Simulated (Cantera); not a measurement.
A perfectly stirred reactor is fed with CH₄ : CO₂ : H₂ = 1 : 3.1 : 1.2 (molar parts), at 2180 Torr; it is held at 1525 K, and followed from long to short residence time.

Model: GRI-Mech 3.0 (53 species, 325 reactions), integrated in Cantera.

x: mole fraction; the columns are a selection and need not sum to one.

```json
[
 {"τ (s)": "1.5", "x CH₄": "0.0518", "x CO₂": "0.237", "x H₂": "0.143", "x OH": "2.40e-7", "x CO": "0.300"},
 {"τ (s)": "0.69", "x CH₄": "0.0696", "x CO₂": "0.282", "x H₂": "0.133", "x OH": "2.30e-7", "x CO": "0.255"},
 {"τ (s)": "0.32", "x CH₄": "0.0955", "x CO₂": "0.341", "x H₂": "0.134", "x OH": "[?]", "x CO": "0.204"},
 {"τ (s)": "0.15", "x CH₄": "0.126", "x CO₂": "0.410", "x H₂": "0.149", "x OH": "[?]", "x CO": "0.147"},
 {"τ (s)": "0.069", "x CH₄": "0.153", "x CO₂": "0.478", "x H₂": "0.173", "x OH": "[?]", "x CO": "0.0911"},
 {"τ (s)": "0.032", "x CH₄": "0.171", "x CO₂": "0.527", "x H₂": "0.194", "x OH": "[?]", "x CO": "0.0505"},
 {"τ (s)": "0.015", "x CH₄": "0.180", "x CO₂": "0.556", "x H₂": "0.209", "x OH": "[?]", "x CO": "0.0259"},
 {"τ (s)": "0.0069", "x CH₄": "0.185", "x CO₂": "0.571", "x H₂": "0.218", "x OH": "[?]", "x CO": "0.0124"}
]
```

**Question.** What belongs in the gaps?

**Answer.** 
- 0.32, x OH: 1.96e-7
- 0.15, x OH: 1.48e-7
- 0.069, x OH: 1.04e-7
- 0.032, x OH: 7.55e-8
- 0.015, x OH: 5.97e-8
- 0.0069, x OH: 5.10e-8
